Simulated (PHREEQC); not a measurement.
1.2 g of hydrous ferric oxide (600 m²/g; 0.2 weak and 0.005 strong sites per Fe, Dzombak-Morel constants, diffuse double layer) in 1 kg of water with 0.1 mol/kgw of an inert sodium salt and 0.0013 mol/kgw PbCl2, at 25 °C; the pH is set by adding NaOH or the inert anion's acid. O2 is buffered at 0.21 atm. CO2 from the air is kept out. Nothing may precipitate in this run.

Equilibrium calculation in PHREEQC: ion-association model, wateq4f.dat.

```tsv
pH	Pb sorbed (%)	surface charge σ (C/m²)	surface potential ψ (mV)
3	2.6	0.364	151
3.5	4.8	0.351	150
4	5.9	0.323	146
4.5	11.4	0.278	138
5	35.4	0.231	129
5.5	70.9	0.200	122
6	90.9	0.176	116
6.5	97.6	0.148	107
7	99.4	0.117	95
7.5	99.8	0.087	81
8	99.9	0.060	64
8.5	100.0	0.039	47
9	100.0	0.022	28
```

The oxide is taken as insoluble; below pH 4 it would dissolve.
